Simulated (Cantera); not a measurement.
A closed system holds: 1 mol CS2, 0.038 mol SO2, a varied amount of O2, equilibrated at 702 °C and 180 bar.

Cantera equilibrium calculation (NASA polynomials, part measured and part estimated; ideal gas, pure solids and liquids). Candidate condensed phases: C, S; 22 gas species. The ideal-gas law is rough above about 30 bar. Gases not in the tables: S3 to S7. Equilibrium is a limit: real reactors are often held back by kinetics, nucleation or transport.

x: gas mole fraction; n: condensed amount in mol.

```
n(O2) (mol)  x CO2    x SO2     x COS    x SO3    x CS2      x CO    x S2  n C(graphite)  n S(l)
-----------  -----  -------  --------  -------  -------  --------  ------  -------------  ------
0.14         0.294  1.31e-6     0.462   <1e-12    0.173    0.0413  0.0217          0.683       …
0.47         0.294  1.31e-6     0.462   <1e-12    0.173    0.0413  0.0217         0.0965       …
0.8          0.679  2.39e-5     0.249   <1e-12   0.0218    0.0222  0.0217              0    1.64
1.1          0.845    0.118   0.00442  1.56e-8  5.53e-6  0.000395  0.0217              0    1.77
1.5          0.627    0.336   0.00194  7.55e-8  1.44e-6  0.000173  0.0217              0       …
1.8          0.525    0.438   0.00142  1.12e-7  9.23e-7  0.000127  0.0217              0       …
2.1          0.451    0.511   0.00113  1.42e-7  6.80e-7  0.000101  0.0217              0       …
2.5          0.380    0.582  0.000894  1.72e-7  5.03e-7   7.98e-5  0.0217              0       …
2.8          0.343    0.628  0.000654  2.05e-7  2.98e-7   6.55e-5  0.0173              0       0
3.1          0.329    0.605    <1e-12   0.0658   <1e-12  1.88e-10  <1e-12              0       0
3.5          0.329    0.343    <1e-12    0.327   <1e-12  2.14e-11  <1e-12              0       0
```

Complete the blanks.


- 0.14, n S(l): 1.74
- 0.47, n S(l): 1.20
- 1.5, n S(l): 1.33
- 1.8, n S(l): 0.990
- 2.1, n S(l): 0.655
- 2.5, n S(l): 0.208
